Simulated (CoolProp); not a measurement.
The numbers come from the reference Helmholtz-energy equation of state, Lemmon 2003 in CoolProp. It is a pseudo-pure fit of the blend.

Q: For R407C, give the phase and the cp (kJ/(kg K)), viscosity (µPa s) at 473.3 K and 878 kPa; 281.2 K and 18900 kPa.

A: 
- 473.3 K and 878 kPa: gas; cp 1.11, viscosity 19.6
- 281.2 K and 18900 kPa: liquid; cp 1.34, viscosity 242

Viscosity comes from a separate model (Geller 2000).
